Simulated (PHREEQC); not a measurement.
A made-up water analysis in mmol/kgw, 25 °C, pH 6.36, pe 2.6: Na 0.125; K 0.0374; Ca 0.0221; Mg 0.0161; Cl 0.168; S(6) 0.00718; Alkalinity (meq/kgw) 0.0607; Si 0.00111; Fe(2) 5.16e-05.

Valence states are taken as typed.

Computed with PHREEQC (ion-association model, phreeqc.dat).

Each row changes one thing in this solution. No solid was allowed to form.

```tsv
case	CO2 (mol/kgw)	CaSO4 (mol/kgw)	MgSO4 (mol/kgw)	CaHCO3+ (mol/kgw)	MgHCO3+ (mol/kgw)	CO3-2 (mol/kgw)	SI of Quartz (SiO2)
as made	5.88e-5	2.39e-8	2.30e-8	1.59e-8	1.06e-8	6.95e-9	-1.97
Ca from 0.0221 to 0.0442 mmol/kgw	5.87e-5	4.72e-8	___	3.16e-8	1.06e-8	6.98e-9	-1.97
pH from 6.36 to 5.5 at the same alkalinity	0.000445	2.39e-8	2.30e-8	1.66e-8	1.11e-8	___	-1.97
temperature from 25 to 55 °C at the same typed pH	5.03e-5	2.90e-8	4.57e-8	2.05e-8	1.31e-8	1.03e-8	-2.38
```

### Question
Fill in the missing entries.

### Answer

- Ca from 0.0221 to 0.0442 mmol/kgw, MgSO4 (mol/kgw): 2.27e-8
- pH from 6.36 to 5.5 at the same alkalinity, CO3-2 (mol/kgw): 1.00e-9

Constants without temperature data keep their 25 °C values here.
